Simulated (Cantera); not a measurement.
A perfectly stirred reactor is fed with 2.85 % C3H8, 20.4 % O2, 76.8 % N2, at 101000 Pa; it is adiabatic with a 425 K inlet, and is followed from long to short residence time, starting on the burning branch (τ in s: 0.041, 0.021, 0.01, 0.0052, 0.0026, 0.0013, 0.00066, 0.00033, 0.00016, 8.3e-05, 4.1e-05, 2.1e-05, 1e-05).

Computed with Cantera and GRI-Mech 3.0 (53 species, 325 reactions). GRI-Mech 3.0 was tuned for natural gas; its chemistry of propane as a main component is partial and can be far from experiment.

**Question.** Predict: blow-out, bracketed by the residence times tried; x(C3H8) at τ = 41.0 ms; x(O2) at τ = 41.0 ms; x(CH2CO) at τ = 41.0 ms; x(CH2O) at τ = 41.0 ms; x(HCO) at τ = 41.0 ms; x(C3H8) at τ = 0.660 ms; x(O2) at τ = 0.660 ms; x(CH2CO) at τ = 0.660 ms; x(CH2O) at τ = 0.660 ms; x(HCO) at τ = 0.660 ms.

**Answer.** 
| Item | Result |
|---|---|
| blow-out, bracketed by the residence times tried | burning at 0.160 ms, out at 83.0 µs |
| x(C3H8) at τ = 41.0 ms | 8.77e-7 |
| x(O2) at τ = 41.0 ms | 0.0594 |
| x(CH2CO) at τ = 41.0 ms | 1.55e-6 |
| x(CH2O) at τ = 41.0 ms | 9.45e-7 |
| x(HCO) at τ = 41.0 ms | 4.04e-8 |
| x(C3H8) at τ = 0.660 ms | 1.85e-5 |
| x(O2) at τ = 0.660 ms | 0.0644 |
| x(CH2CO) at τ = 0.660 ms | 2.44e-5 |
| x(CH2O) at τ = 0.660 ms | 2.32e-5 |
| x(HCO) at τ = 0.660 ms | 3.28e-6 |
